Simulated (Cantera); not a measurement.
What does this Cantera script print?

```python
import numpy as np
import cantera as ct

gas = ct.Solution("gri30.yaml")
gas.TPX = 700, 101325, {'CH4': 1, 'O2': 2.35, 'N2': 8.85}
flame = ct.FreeFlame(gas, width=0.04)
flame.set_refine_criteria(ratio=3, slope=0.08, curve=0.16)
flame.transport_model = "mixture-averaged"
flame.solve(loglevel=0, auto=True)
z, T = flame.grid, flame.T
thick = (T[-1] - T[0]) / np.gradient(T, z).max()
show = ['CH4', 'O2', 'C2H4', 'N2O', 'OH', 'C2H6']
print(f"laminar burning velocity  {flame.velocity[0] * 100:.3f} cm/s")
print(f"burnt temperature         {T[-1]:.1f} K")
print(f"thermal thickness         {thick * 1e3:.4f} mm")
print(f"grid points               {len(z)}")
z0 = z[flame.heat_release_rate.argmax()]
print(f"{'z/mm':>9s}{'T/K':>9s}{'u/(m/s)':>9s}" + "".join(f"{s:>11s}" for s in show))
rows = []
for k in (-3, -2, -1.5, -1, -0.5, -0.25, 0, 0.25, 0.5, 1, 2, 4, 8):
    zz = z0 + k * thick
    rows.append([k * thick, np.interp(zz, z, T), np.interp(zz, z, flame.velocity),
                 *(np.interp(zz, z, flame.X[gas.species_index(s)]) for s in show)])
    print(f"{rows[-1][0] * 1e3:9.3f}{rows[-1][1]:9.1f}{rows[-1][2]:9.3f}" + "".join(f"{x:11.3e}" for x in rows[-1][3:]))
```

It prints:

```
laminar burning velocity  163.486 cm/s
burnt temperature         2319.7 K
thermal thickness         0.3182 mm
grid points               149
     z/mm      T/K  u/(m/s)        CH4         O2       C2H4        N2O         OH       C2H6
   -0.955    700.2    1.636  8.189e-02  1.925e-01  1.327e-08  4.351e-13  2.329e-11  4.872e-08
   -0.636    701.7    1.642  8.164e-02  1.921e-01  2.113e-07  7.374e-12  2.685e-09  8.817e-07
   -0.477    707.3    1.658  8.105e-02  1.914e-01  1.215e-06  4.424e-11  5.017e-08  5.426e-06
   -0.318    744.8    1.753  7.812e-02  1.882e-01  1.188e-05  4.692e-10  1.706e-06  5.647e-05
   -0.159   1031.1    2.456  5.862e-02  1.642e-01  1.639e-04  8.107e-09  6.075e-05  6.632e-04
   -0.080   1388.8    3.340  3.345e-02  1.287e-01  3.794e-04  2.644e-08  5.017e-04  7.423e-04
    0.000   1749.3    4.239  8.634e-03  8.456e-02  2.377e-04  6.627e-08  3.000e-03  8.093e-05
    0.080   1904.6    4.620  7.483e-04  5.765e-02  1.501e-05  1.203e-07  7.459e-03  4.686e-07
    0.159   1950.2    4.716  3.438e-05  4.780e-02  2.616e-07  1.589e-07  9.759e-03  7.022e-10
    0.318   2003.6    4.817  9.525e-08  4.211e-02  1.379e-10  1.807e-07  1.078e-02  1.063e-14
    0.636   2073.8    4.958  4.935e-12  3.876e-02  9.915e-16  1.923e-07  1.082e-02  2.760e-21
    1.273   2154.2    5.124  2.990e-17  3.616e-02  1.424e-22  2.177e-07  1.007e-02  2.008e-28
    2.546   2229.6    5.277  8.264e-18  3.371e-02  4.769e-27  2.540e-07  8.713e-03  3.273e-30
```

Cantera simulation using GRI-Mech 3.0 (53 species, 325 reactions); the numbers are that mechanism's predictions, not measurements. Burning velocities carry a grid error of a few per cent, more on coarse grids.
